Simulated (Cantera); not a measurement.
## Thermodynamics of silicon oxide and oxynitride deposition, feed SiH₂Cl₂ + NO + N₂

Input: 1 mol SiH₂Cl₂, 0.45 mol NO, 55 mol N₂, at 233 Torr.

Equilibrium computed with Cantera from the NASA thermochemical tables; the gas is ideal and each condensed phase is pure. Candidate condensed phases: H₂O, NH₄Cl, Si, SiO₂, Si₂N₂O, Si₃N₄; 47 gas species. The tables' values for SiCl₃ are old estimates; treat these amounts as uncertain. Rates play no part.

From 1423 K to 1723 K the condensed part is Si₂N₂O(s). The main Si-bearing gas is SiCl₄ at 1423 K and SiCl₂ at 1723 K.

| T (K) | x N₂ | x HCl | x H₂ | x SiCl₂ | x SiCl₄ | x SiO | n Si₂N₂O(s) |
|---|---|---|---|---|---|---|---|
| 1423 | 0.966 | 0.0289 | 0.00317 | 0.000221 | 0.00127 | 4.47e-8 | 0.450 |
| 1448 | 0.966 | 0.0291 | 0.00307 | 0.000295 | 0.00115 | 1.19e-7 | 0.450 |
| 1473 | 0.966 | 0.0293 | 0.00297 | 0.000381 | 0.00103 | 3.14e-7 | 0.450 |
| 1498 | 0.966 | 0.0295 | 0.00287 | 0.000475 | 0.000911 | 8.30e-7 | 0.450 |
| 1523 | 0.966 | 0.0297 | 0.00276 | 0.000575 | 0.000791 | 2.18e-6 | 0.450 |
| 1548 | 0.966 | 0.0299 | 0.00266 | 0.000679 | 0.000677 | 5.64e-6 | 0.450 |
| 1573 | 0.965 | 0.0301 | 0.00257 | 0.000785 | 0.000572 | 1.43e-5 | 0.449 |
| 1598 | 0.965 | 0.0302 | 0.00250 | 0.000897 | 0.000478 | 3.52e-5 | 0.448 |
| 1623 | 0.965 | 0.0303 | 0.00248 | 0.00103 | 0.000397 | 8.21e-5 | 0.445 |
| 1648 | 0.965 | 0.0302 | 0.00251 | 0.00119 | 0.000326 | 0.000177 | 0.440 |
| 1673 | 0.965 | 0.0299 | 0.00263 | 0.00141 | 0.000266 | 0.000347 | 0.430 |
| 1698 | 0.965 | 0.0295 | 0.00285 | 0.00172 | 0.000213 | 0.000612 | 0.415 |
| 1723 | 0.964 | 0.0288 | 0.00319 | 0.00214 | 0.000167 | 0.000987 | 0.394 |
x: gas mole fraction; n: condensed amount in mol.
